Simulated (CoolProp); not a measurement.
c-C4F8 (RC318) at several states: density (kg/m³) from the reference equation and from simpler models built on Tc = 388.4 K, pc = 2.778 MPa, ω = 0.355; each cubic takes its own stable root.

Values from CoolProp's reference Helmholtz-energy equation of state, Platzer 1990. This equation is an older, rougher fit; its heat capacities, sound speeds and derivatives of the liquid may be far off and weren't checked against measurements.

```json
[
 {"T (K)": "262.4", "p (MPa)": "5.44", "phase": "liquid", "reference": "1653", "van der Waals": "1057", "Redlich-Kwong": "1509", "Soave-Redlich-Kwong": "1574", "Peng-Robinson": "1774"},
 {"T (K)": "246.1", "p (MPa)": "0.737", "phase": "liquid", "reference": "1690", "van der Waals": "?", "Redlich-Kwong": "1523", "Soave-Redlich-Kwong": "1597", "Peng-Robinson": "?"},
 {"T (K)": "354.8", "p (MPa)": "0.442", "phase": "gas", "reference": "?", "van der Waals": "31.95", "Redlich-Kwong": "?", "Soave-Redlich-Kwong": "32.52", "Peng-Robinson": "32.75"}
]
```

Q: What belongs in the gaps?

A: 
- 246.1, van der Waals: 1040
- 246.1, Peng-Robinson: 1802
- 354.8, reference: 32.45
- 354.8, Redlich-Kwong: 32.37
